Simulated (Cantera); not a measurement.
Mixture: CO : H₂ : CH₄ : O₂ : N₂ = 1 : 0.57 : 0.063 : 0.569 : 2.14 (molar parts), equivalence ratio 1.6, at 5.00 bar, adiabatic and at constant volume. Ignition delay is the time to a rise of 400 K.

Cantera simulation using GRI-Mech 3.0 (53 species, 325 reactions); the numbers are that mechanism's predictions, not measurements. Where the delays flatten at high temperature, the 400 K rule measures the pace of heat release, not the induction time.

Q: What does this change do: pressure from 5.00 bar to 0.630 bar?

A: 
```json
[
 {"quantity": "delay at 1225 K", "before": "24.3 µs", "after": "0.104 ms"},
 {"quantity": "delay at 1425 K", "before": "6.44 µs", "after": "44.9 µs"},
 {"quantity": "delay at 1625 K", "before": "3.15 µs", "after": "26.9 µs"},
 {"quantity": "delay at 1825 K", "before": "1.92 µs", "after": "20.8 µs"},
 {"quantity": "delay at 2025 K", "before": "1.41 µs", "after": "21.5 µs"}
]
```
